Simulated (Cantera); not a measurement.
An isothermal, constant-pressure homogeneous reactor starts with 34.2 % CH4, 14.4 % CO2, 51.4 % H2, at 1350 K and 150000 Pa.

Computed with Cantera and GRI-Mech 3.0 (53 species, 325 reactions). GRI-Mech 3.0 stops at C3 and has no aromatics, soot or wall deposition, so with more carbon than oxygen in the feed, carbon stays in small species such as C2H2 where larger ones or solid carbon would form.

x: mole fraction; the columns are a selection and need not sum to one.

```csv
t (s),x CH4,x CO2,x H2,x HCO,x CH2O
6.00e-6,0.342,0.144,0.514,<1e-12,<1e-12
2.69e-5,0.342,0.144,0.514,<1e-12,<1e-12
0.000121,0.342,0.144,0.514,<1e-12,5.61e-12
0.000543,0.342,0.144,0.514,<1e-12,3.90e-10
0.00244,0.342,0.144,0.514,<1e-12,[?]
0.0110,0.342,0.144,0.514,1.31e-12,[?]
0.0492,0.342,0.143,0.513,4.45e-12,2.52e-8
0.221,0.340,0.140,0.512,1.79e-11,2.70e-8
0.992,0.331,0.126,0.504,8.13e-11,[?]
4.45,0.302,0.0749,0.476,3.56e-10,[?]
20.0,0.271,0.0187,0.445,7.30e-10,[?]
```

**Question.** What belongs in the gaps?

**Answer.** 
- 0.00244, x CH2O: 6.03e-9
- 0.0110, x CH2O: 1.93e-8
- 0.992, x CH2O: 3.32e-8
- 4.45, x CH2O: 5.34e-8
- 20.0, x CH2O: 7.33e-8
